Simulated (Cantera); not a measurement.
**Equilibrium for tantalum, niobium, vanadium and zirconium in process gases: Zr + NH3 + N2**

Input: 1 mol Zr, 3.7 mol NH3, a varied amount of N2, equilibrated at 2002 °C and 0.150 Pa.

Cantera equilibrium calculation (NASA polynomials, part measured and part estimated; ideal gas, pure solids and liquids). Candidate condensed phases: Zr, ZrN; 11 gas species. ZrN: taken at fixed stoichiometry. Kinetics and transport are ignored.

From 3.2 mol N2 to 14 mol N2 the condensed part is ZrN(s). From 20 mol N2 to 29 mol N2 nothing is condensed. The main Zr-bearing gas is Zr throughout.

```csv
n(N2) (mol),log p N2,log p H,log p Zr,log p H2,log p N,log p NH,n ZrN(s)
3.2,-6.35,-6.01,-7.17,-7.88,-10.70,-14.27,0.245
4.6,-6.28,-6.05,-7.20,-7.95,-10.67,-14.27,0.248
6.7,-6.20,-6.09,-7.24,-8.04,-10.63,-14.28,0.229
9.6,-6.13,-6.15,-7.28,-8.16,-10.59,-14.30,0.183
14,-6.07,-6.23,-7.31,-8.31,-10.56,-14.34,0.0936
20,-6.01,-6.31,-7.35,-8.49,-10.54,-14.40,0
29,-5.97,-6.42,-7.46,-8.69,-10.51,-14.48,0
```
log p: log10 of the partial pressure in bar; n: condensed amount in mol.
